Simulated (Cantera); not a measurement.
# N2O furnace oxynitridation

A perfectly stirred reactor is fed with 19.2 % N2O, 0.230 % H2, 80.6 % N2, at 640 Pa; it is held at 1598 K, and followed from long to short residence time.

Computed with Cantera and GRI-Mech 3.0 (53 species, 325 reactions). GRI-Mech 3.0 was tuned for natural gas; its chemistry of N2O as a main component is partial and can be far from experiment. Radical loss at walls, strong at low pressure, is not modelled. The temperature is held fixed by assumption; the heat of reaction is taken as removed at once.

| τ (s) | x N2O | x H2 | x N2 | x OH | x H | x NO | x O |
|---|---|---|---|---|---|---|---|
| 0.31 | 0.138 | 0.000129 | 0.830 | 0.000151 | 2.30e-6 | 0.0120 | 0.000147 |
| 0.22 | 0.150 | 0.000173 | 0.825 | 0.000158 | 2.56e-6 | 0.00921 | 0.000147 |
| 0.15 | 0.161 | 0.000238 | 0.820 | 0.000167 | 2.99e-6 | 0.00669 | 0.000145 |
| 0.11 | 0.168 | 0.000306 | 0.817 | 0.000175 | 3.46e-6 | 0.00508 | 0.000144 |
| 0.075 | 0.174 | 0.000412 | 0.814 | 0.000184 | 4.22e-6 | 0.00356 | 0.000141 |
| 0.053 | 0.179 | 0.000532 | 0.812 | 0.000193 | 5.08e-6 | 0.00255 | 0.000138 |
| 0.037 | 0.182 | 0.000685 | 0.811 | 0.000199 | 6.14e-6 | 0.00179 | 0.000134 |
| 0.026 | 0.185 | 0.000865 | 0.810 | 0.000202 | 7.30e-6 | 0.00126 | 0.000129 |
| 0.018 | 0.187 | 0.00108 | 0.809 | 0.000200 | 8.50e-6 | 0.000872 | 0.000123 |
| 0.013 | 0.188 | 0.00129 | 0.808 | 0.000193 | 9.37e-6 | 0.000625 | 0.000117 |
| 0.0088 | 0.189 | 0.00155 | 0.807 | 0.000175 | 9.89e-6 | 0.000413 | 0.000109 |
x: mole fraction; the columns are a selection and need not sum to one.
